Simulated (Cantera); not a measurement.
A freely propagating, adiabatic, planar premixed flame of H₂ : O₂ : N₂ = 1 : 0.658 : 2.47 (molar parts), equivalence ratio 0.76, unburnt at 300 K and 1.97 atm; mixture-averaged transport, grid criteria slope 0.08 and curve 0.16, no radiation.

Model: the H2/O2 subset of GRI-Mech 3.0, which has no nitrogen chemistry, integrated in Cantera. Burning velocities carry a grid error of a few per cent, more on coarse grids.

**Question.** How do the results move with these cheaper or finer settings: unity-Lewis-number transport; multicomponent transport; multicomponent+Soret transport; grid criteria slope 0.5, curve 1; grid criteria slope 0.25, curve 0.5; grid criteria slope 0.03, curve 0.06?

**Answer.** 
```csv
setting,laminar burning velocity,thermal thickness,peak x(O),peak x(H₂O₂),grid points
as above,128 cm/s,0.152 mm,0.00655,0.000125,112
unity-Lewis-number transport,134 cm/s,0.126 mm,0.00897,4.68e-5,111
multicomponent transport,128 cm/s,0.149 mm,0.00655,0.000128,113
multicomponent+Soret transport,114 cm/s,0.150 mm,0.00624,0.000127,115
"grid criteria slope 0.5, curve 1",143 cm/s,0.173 mm,0.00677,0.000116,41
"grid criteria slope 0.25, curve 0.5",130 cm/s,0.161 mm,0.00649,0.000125,49
"grid criteria slope 0.03, curve 0.06",130 cm/s,0.149 mm,0.00662,0.000126,255
```
Unity Lewis numbers drop preferential diffusion, which matters most where H2 and H carry the flame; Soret adds thermal diffusion.
